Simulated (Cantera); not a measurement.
Standard-state values (1 bar) from the NASA 1993 polynomials, evaluated with Cantera. Values are per mole of reaction as written; species without (g) are pure solids or liquids, kept so even where they would boil at 1 bar.

Problem. Between 1175 and 1325 K, where is each reaction favourable under standard conditions?
- Ti₃O₅ + 2 Ti + 5 Cl₂(g) → 5 TiOCl₂(g)

Solution. 
- Ti₃O₅ + 2 Ti + 5 Cl₂(g) → 5 TiOCl₂(g): ΔG° is -575 kJ at 1175 K and -606 kJ at 1325 K; it stays negative (K > 1). ΔH° is -335 kJ and ΔS° 204 J/K at 1325 K.
